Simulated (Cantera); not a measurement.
An isothermal, constant-pressure homogeneous reactor starts with 23.3 % CH₄, 76.7 % CO₂, at 1248 K and 5.00 bar.

Model: GRI-Mech 3.0 (53 species, 325 reactions), integrated in Cantera.

x: mole fraction; the columns are a selection and need not sum to one.

```json
[
 {"t (s)": "0.000400", "x CH₄": "0.233", "x CO₂": "0.767", "x C₂H₄": "2.28e-10", "x HO₂": "<1e-12", "x O": "<1e-12", "x O₂": "<1e-12"},
 {"t (s)": "0.00155", "x CH₄": "0.233", "x CO₂": "0.767", "x C₂H₄": "7.92e-9", "x HO₂": "<1e-12", "x O": "<1e-12", "x O₂": "<1e-12"},
 {"t (s)": "0.00599", "x CH₄": "0.233", "x CO₂": "0.767", "x C₂H₄": "7.51e-8", "x HO₂": "<1e-12", "x O": "<1e-12", "x O₂": "<1e-12"},
 {"t (s)": "0.0232", "x CH₄": "0.233", "x CO₂": "0.767", "x C₂H₄": "4.95e-7", "x HO₂": "<1e-12", "x O": "<1e-12", "x O₂": "<1e-12"},
 {"t (s)": "0.0896", "x CH₄": "0.232", "x CO₂": "0.767", "x C₂H₄": "4.59e-6", "x HO₂": "<1e-12", "x O": "<1e-12", "x O₂": "<1e-12"},
 {"t (s)": "0.346", "x CH₄": "0.232", "x CO₂": "0.767", "x C₂H₄": "5.80e-5", "x HO₂": "<1e-12", "x O": "<1e-12", "x O₂": "<1e-12"},
 {"t (s)": "1.34", "x CH₄": "0.231", "x CO₂": "0.767", "x C₂H₄": "0.000479", "x HO₂": "<1e-12", "x O": "<1e-12", "x O₂": "<1e-12"},
 {"t (s)": "5.18", "x CH₄": "0.225", "x CO₂": "0.763", "x C₂H₄": "(withheld)", "x HO₂": "<1e-12", "x O": "<1e-12", "x O₂": "<1e-12"},
 {"t (s)": "20.0", "x CH₄": "0.206", "x CO₂": "0.739", "x C₂H₄": "0.00372", "x HO₂": "<1e-12", "x O": "<1e-12", "x O₂": "<1e-12"},
 {"t (s)": "77.6", "x CH₄": "(withheld)", "x CO₂": "(withheld)", "x C₂H₄": "(withheld)", "x HO₂": "<1e-12", "x O": "<1e-12", "x O₂": "<1e-12"},
 {"t (s)": "300", "x CH₄": "0.0902", "x CO₂": "0.524", "x C₂H₄": "0.0215", "x HO₂": "<1e-12", "x O": "<1e-12", "x O₂": "<1e-12"}
]
```

Q: Complete the blanks.

A: 
- 5.18, x C₂H₄: 0.00138
- 77.6, x CH₄: 0.149
- 77.6, x CO₂: 0.645
- 77.6, x C₂H₄: 0.0114
